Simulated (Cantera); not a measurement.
A perfectly stirred reactor is fed with CO : H2 : CH4 : O2 : N2 = 1 : 0.039 : 0.03 : 0.446 : 1.68 (molar parts), at 1.10 bar; it is adiabatic with a 425 K inlet, and is followed from long to short residence time, starting on the burning branch (τ in s: 0.35, 0.15, 0.062, 0.026, 0.011, 0.0046, 0.0019, 0.00081, 0.00034, 0.00014, 5.9e-05).

Detailed kinetics in Cantera: GRI-Mech 3.0 (53 species, 325 reactions).

Q: Predict: blow-out, bracketed by the residence times tried; x(CO) at τ = 0.350 s; x(H2) at τ = 0.350 s; x(CH4) at τ = 0.350 s; x(O) at τ = 0.350 s; x(CO) at τ = 4.60 ms; x(H2) at τ = 4.60 ms; x(CH4) at τ = 4.60 ms; x(O) at τ = 4.60 ms.

A: 
```json
{
 "blow_out_bracketed_by_the_residence_times_tried": "burning at 0.140 ms, out at 59.0 µs",
 "x(CO) at τ = 0.350 s": "0.105",
 "x(H2) at τ = 0.350 s": "0.00211",
 "x(CH4) at τ = 0.350 s": "8.06e-8",
 "x(O) at τ = 0.350 s": "0.000741",
 "x(CO) at τ = 4.60 ms": "0.131",
 "x(H2) at τ = 4.60 ms": "0.00294",
 "x(CH4) at τ = 4.60 ms": "2.19e-6",
 "x(O) at τ = 4.60 ms": "0.00455"
}
```
